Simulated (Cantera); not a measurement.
Input: 1 mol NiS, 24 mol H₂, 52 mol N₂, at 1827 °C and 64.0 Pa.

These are equilibrium values from Cantera (NASA tables, ideal gas, pure condensed phases), not measurements of a reactor. The numbers say what is thermodynamically allowed, not how fast it happens.

```json
[
 {"species": "N₂", "before": "0.647", "after": "0.932"},
 {"species": "H₂", "before": "0.266", "after": "0.0183"},
 {"species": "Ni", "before": "0.0124", "after": "0.0177"},
 {"species": "H", "before": "0.0635", "after": "0.0166"},
 {"species": "S", "before": "0.00820", "after": "0.0119"},
 {"species": "H₂S", "before": "0.000107", "after": "1.07e-5"},
 {"species": "SH", "before": "0.00159", "after": "0.000607"},
 {"species": "S₂", "before": "0.00122", "after": "0.00259"},
 {"species": "NiS", "before": "9.14e-5", "after": "0.000191"}
]
```
Gas species are given as mole fractions.

Question: Name the change that produced these shifts.
A. pressure from 64.0 Pa to 0.100 bar
B. H₂ from 24 to 1.5 mol
C. temperature from 1827 °C to 627 °C
D. pressure from 64.0 Pa to 13.3 mbar

Answer: B, H₂ from 24 to 1.5 mol
